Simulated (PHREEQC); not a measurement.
Dissolve 0.23 mol/kgw Mn(NO3)2, 0.28 mol/kgw KCl and 0.0045 mol/kgw LiNO3 at 75 °C. Closed to the air; pH follows from the charge balance.

Model: ion-association model, phreeqc.dat, run in PHREEQC.

No solid was allowed to form.

Predict the pH, activity of water, density.

pH 5.23; activity of water 0.979; density 1.016 g/cm³.

In which forms is Cl present?

Cl- 87 %, MnCl+ 12 %, MnCl2 0.7 % of the Cl.

Caution: at this ionic strength the ion-association model is outside its range; a Pitzer model would be the better tool where its parameters exist. Complexes and solids missing from the database can't appear. Constants without temperature data keep their 25 °C values here.
